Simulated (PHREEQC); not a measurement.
A solution holds 0.039 mol/kgw MnCl2, at 25 °C. Closed to the air; pH follows from the charge balance.

Model: ion-association model, phreeqc.dat, run in PHREEQC.

Question: The ionic strength comes out as 0.109 mol/kgw. What activity coefficients do Cl-, MnCl+, MnCl3-, Mn+2 get?

Answer: Cl- 0.76, MnCl+ 0.78, MnCl3- 0.78, Mn+2 0.39.

No solid was allowed to form. Complexes and solids missing from the database can't appear.
